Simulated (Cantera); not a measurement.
What does this Cantera script print?

```python
import numpy as np
import cantera as ct

gas_names = """
    O2 F2
""".split()
cond_names = """
    Ba(L) BaF2(a) BaO(s)
""".split()


# ... load() reads the species with a 1 bar reference pressure and builds the phases ...
species = {s.name: s for s in load("nasa_gas.yaml", gas_names) + load("nasa_condensed.yaml", cond_names)}
T = 1400
g = {n: (s.thermo.h(T) - T * s.thermo.s(T)) / (ct.gas_constant * T * np.log(10)) for n, s in species.items()}
valid = cond_names  # the entries whose range holds T


def stable(la, lb):
    # potentials (over RT ln 10) of the two non-metals from log10 p(O2) and log10 p(F2) in bar
    mu = {}
    mu["O"] = (g["O2"] + la) / 2
    mu["F"] = (g["F2"] + lb) / 2
    cost = {}
    for n in valid:
        c = species[n].composition
        cost[n] = (g[n] - sum(c.get(e, 0) * m for e, m in mu.items())) / c["Ba"]
    return min(cost, key=cost.get)


results = []
for lb in [0, -2.4, -4.8, -7.2, -9.7, -12.1, -14.5, -16.9, -19.3, -21.8, -24.2, -26.6, -29]:
    row = [stable(la, lb) for la in [-32, -29.9, -27.7, -25.6, -23.5, -21.3, -19.2, -17.1, -14.9, -12.8, -10.7, -8.5, -6.4, -4.3, -2.1, 0]]
    results.append(row)
    print(f"{lb:6.1f}  " + " ".join(f"{valid.index(n):x}" for n in row))
print("key: " + ", ".join(f"{i:x} {n}" for i, n in enumerate(valid)))
```

It prints:

```
   0.0  1 1 1 1 1 1 1 1 1 1 1 1 1 1 1 1
  -2.4  1 1 1 1 1 1 1 1 1 1 1 1 1 1 1 1
  -4.8  1 1 1 1 1 1 1 1 1 1 1 1 1 1 1 1
  -7.2  1 1 1 1 1 1 1 1 1 1 1 1 1 1 1 1
  -9.7  1 1 1 1 1 1 1 1 1 1 1 1 1 1 1 1
 -12.1  1 1 1 1 1 1 1 1 1 1 1 1 1 1 1 1
 -14.5  1 1 1 1 1 1 1 1 1 1 1 1 1 1 1 1
 -16.9  1 1 1 1 1 1 1 1 1 1 1 1 1 1 1 1
 -19.3  1 1 1 1 1 1 1 1 1 1 1 1 1 1 1 1
 -21.8  1 1 1 1 1 1 1 1 1 1 1 1 1 1 1 2
 -24.2  1 1 1 1 1 1 1 1 1 1 1 1 1 2 2 2
 -26.6  1 1 1 1 1 1 1 1 1 1 2 2 2 2 2 2
 -29.0  1 1 1 1 1 1 1 1 2 2 2 2 2 2 2 2
key: 0 Ba(L), 1 BaF2(a), 2 BaO(s)
```

Source: NASA polynomial tables (part measured, part estimated), evaluated in Cantera. Not in the tables: the peroxide, oxide halides.
